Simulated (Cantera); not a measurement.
**Fluorocarbon and chlorocarbon gases: CHF3 + CH4 + H2**

Feed: 1 mol CHF3, a varied amount of CH4, 0.35 mol H2, held at 2650 K and 0.100 bar.

Method: chemical equilibrium by Gibbs-energy minimisation in Cantera with the NASA 1993 tables (ideal gas, pure condensed phases). Candidate condensed phases: C, C6H6, C7H8, C8H18; 95 gas species. Kinetics and transport are ignored.

From 0.21 mol CH4 to 1.8 mol CH4 the condensed part is C(graphite). The main C-bearing gas is CF2 at 0.21 mol CH4 and C2H2 (acetylene) at 1.8 mol CH4. The share of C in condensed phases is highest at 0.4 mol CH4 (99.6 %) and lowest at 0.21 mol CH4 (91.0 %).

```tsv
n(CH4) (mol)	log p HF	log p H2	log p H	log p F	log p CF2	log p C2H2 (acetylene)	log p CF	n C(graphite)
0.21	-1.06	-5.70	-4.18	-2.06	-2.49	-7.41	-3.35	1.10
0.29	-1.02	-4.85	-3.75	-2.44	-3.26	-6.56	-3.74	1.27
0.4	-1.03	-2.47	-2.56	-3.64	-5.66	-4.18	-4.94	1.39
0.54	-1.07	-2.01	-2.33	-3.91	-6.20	-3.72	-5.21	1.52
0.73	-1.12	-1.76	-2.21	-4.09	-6.55	-3.47	-5.38	1.70
1	-1.18	-1.59	-2.12	-4.23	-6.84	-3.30	-5.53	1.95
1.4	-1.25	-1.46	-2.06	-4.37	-7.12	-3.16	-5.67	2.32
1.8	-1.32	-1.38	-2.02	-4.48	-7.33	-3.09	-5.78	2.69
```
log p: log10 of the partial pressure in bar; n: condensed amount in mol.
